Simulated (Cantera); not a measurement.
# Thermodynamics of abatement and gas-phase synthesis, feed PH3 + H2 + O2

A closed system holds: 1 mol PH3, 0.068 mol H2, 0.038 mol O2, at 3498.15 K.

Cantera equilibrium calculation (NASA polynomials, part measured and part estimated; ideal gas, pure solids and liquids). Candidate condensed phases: H2O, P, P4O10; 17 gas species. The ideal-gas law is rough above about 30 bar. Gases not in the tables: HPO2, HPO3 and P4O6. The numbers say what is thermodynamically allowed, not how fast it happens.

```csv
P (Pa),x H,x H2,x P,x P2,x PO,x H2O,x O,x PH
10,0.745,0.000160,0.237,8.02e-5,0.000414,3.05e-9,0.0176,4.78e-6
200,0.746,0.00322,0.231,0.00153,0.00570,8.64e-7,0.0124,9.34e-5
3900,0.703,0.0558,0.198,0.0218,0.0172,5.26e-5,0.00224,0.00147
77000,0.399,0.354,0.101,0.111,0.0252,0.000967,0.000329,0.00837
1500000,0.119,0.618,0.0294,0.185,0.0265,0.00607,6.07e-5,0.0143
30000000,0.0283,0.696,0.00705,0.213,0.0169,0.0181,8.05e-6,0.0162
```
x: gas mole fraction; nothing condenses.

From 10.0 Pa to 300 bar nothing is condensed.
